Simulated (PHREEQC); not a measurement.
Solution (25 °C): 0.1 mol CuSO4, 2.5e-05 mol H3AsO4, 0.0085 mol H2SO4 and 0.21 mol Na2SO4 per kg of water. Closed to the air; pH follows from the charge balance.

The numbers come from PHREEQC with the ion-association model, wateq4f.dat.

The pH comes out as 2.57 and the ionic strength comes out as 0.673 mol/kgw. The activity of water is 0.988. The total alkalinity is -17.0 meq/kg.

```tsv
species	molality	activity	log γ
Na+	0.357	0.252	-0.151
SO4-2	0.185	0.0336	-0.740
NaSO4-	0.0629	0.0425	-0.170
CuSO4	0.0574	0.0670	0.067
Cu+2	0.0426	0.00977	-0.640
HSO4-	0.0135	0.00872	-0.189
H+	0.00354	0.00267	-0.122
H2AsO4-	1.86e-5	1.39e-5	-0.127
H3AsO4	6.35e-6	7.42e-6	0.067
CuOH+	5.75e-8	3.61e-8	-0.201
Cu2(OH)2+2	1.84e-9	5.72e-10	-0.507
HAsO4-2	1.16e-9	3.61e-10	-0.507
```

Precipitation was switched off in this run. Species that the database lacks are ignored. The database has no arsenate complexes of Cu.
